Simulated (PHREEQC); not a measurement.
2.6 g of hydrous ferric oxide (600 m²/g; 0.2 weak and 0.005 strong sites per Fe, Dzombak-Morel constants, diffuse double layer) in 1 kg of water with 0.01 mol/kgw of an inert sodium salt and 0.00016 mol/kgw Na2SeO4, at 25 °C; the pH is set by adding NaOH or the inert anion's acid. Oxygen alone is held at its pressure in air (log pO2 = -0.68). The system is closed to CO2. No solid was allowed to form.

Equilibrium calculation in PHREEQC: ion-association model, wateq4f.dat.

```csv
pH,Se sorbed (%),surface charge σ (C/m²),surface potential ψ (mV)
3,100.0,0.314,196
3.67,100.0,0.251,187
4.33,100.0,0.175,170
5,99.9,0.110,148
5.67,99.6,0.063,120
6.33,95.5,0.034,90
7,62.7,0.016,57
7.67,11.1,0.006,24
8.33,0.8,-0.003,-12
9,0.0,-0.013,-49
9.67,0.0,-0.030,-83
10.33,0.0,-0.057,-115
11,0.0,-0.103,-142
```

The oxide is taken as insoluble; below pH 4 it would dissolve.
